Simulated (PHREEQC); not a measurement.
A solution holds 23 mmol/kgw MgCl2 and 0.012 mmol/kgw CO2, at 25 °C. Closed to the air; pH follows from the charge balance.

Equilibrium calculation in PHREEQC: ion-association model, phreeqc.dat.

No solid was allowed to form.

### Question
Predict the pH, specific conductance, density.

### Answer
pH 5.65; specific conductance 4770 µS/cm; density 0.999 g/cm³.

### Question
In which forms is C present?

### Answer
CO2 78 %, HCO3- 20 %, MgHCO3+ 2.4 % of the C.
